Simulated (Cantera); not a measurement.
**Thermodynamics of carbon deposition, reforming and gasification, feed CH4 + NH3**

Feed: 1 mol CH4, 0.44 mol NH3, at 1325 K.

Cantera equilibrium calculation (NASA polynomials, part measured and part estimated; ideal gas, pure solids and liquids). Candidate condensed phases: C, C6H6, C7H8, C8H18; 92 gas species. The ideal-gas law is rough above about 30 bar. Equilibrium is a limit: real reactors are often held back by kinetics, nucleation or transport.

```json
[
 {"P (Pa)": "10", "x H2": "0.923", "x CH4": "5.72e-7", "x N2": "0.0763", "x NH3": "2.76e-9", "x C2H6": "<1e-12", "x H": "0.000157", "x C2H4": "1.50e-10", "x HCN": "6.93e-5", "n C(graphite)": "1.000"},
 {"P (Pa)": "100", "x H2": "0.924", "x CH4": "5.73e-6", "x N2": "0.0764", "x NH3": "2.76e-8", "x C2H6": "<1e-12", "x H": "4.97e-5", "x C2H4": "1.50e-9", "x HCN": "6.93e-5", "n C(graphite)": "1.000"},
 {"P (Pa)": "1000", "x H2": "0.923", "x CH4": "5.73e-5", "x N2": "0.0764", "x NH3": "2.76e-7", "x C2H6": "5.51e-12", "x H": "1.57e-5", "x C2H4": "1.50e-8", "x HCN": "6.93e-5", "n C(graphite)": "1.000"},
 {"P (Pa)": "10000", "x H2": "0.923", "x CH4": "0.000572", "x N2": "0.0764", "x NH3": "2.76e-6", "x C2H6": "5.50e-10", "x H": "4.97e-6", "x C2H4": "1.50e-7", "x HCN": "6.93e-5", "n C(graphite)": "0.998"},
 {"P (Pa)": "100000", "x H2": "0.917", "x CH4": "0.00565", "x N2": "0.0768", "x NH3": "2.74e-5", "x C2H6": "5.40e-8", "x H": "1.57e-6", "x C2H4": "1.48e-6", "x HCN": "6.92e-5", "n C(graphite)": "0.984"},
 {"P (Pa)": "1000000", "x H2": "0.869", "x CH4": "0.0507", "x N2": "0.0801", "x NH3": "0.000258", "x C2H6": "4.59e-6", "x H": "4.82e-7", "x C2H4": "1.33e-5", "x HCN": "6.88e-5", "n C(graphite)": "0.861"},
 {"P (Pa)": "10000000", "x H2": "0.633", "x CH4": "0.269", "x N2": "0.0962", "x NH3": "0.00176", "x C2H6": "0.000177", "x H": "1.30e-7", "x C2H4": "7.06e-5", "x HCN": "6.44e-5", "n C(graphite)": "0.389"}
]
```
x: gas mole fraction; n: condensed amount in mol.

From 10.0 Pa to 1.00e7 Pa the condensed part is C(graphite). The main C-bearing gas is HCN at 10.0 Pa and CH4 at 1.00e7 Pa.
